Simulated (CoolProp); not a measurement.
Model: reference Helmholtz-energy equation of state, Smukala 2000, in CoolProp.

Question: For ethylene, give the phase and the cp (kJ/(kg K)) at 299.8 K and 0.389 bar; 301.4 K and 0.119 bar; 203 K and 8.14 bar.

Answer: 
- 299.8 K and 0.389 bar: gas; cp 1.54
- 301.4 K and 0.119 bar: gas; cp 1.54
- 203 K and 8.14 bar: liquid; cp 2.54
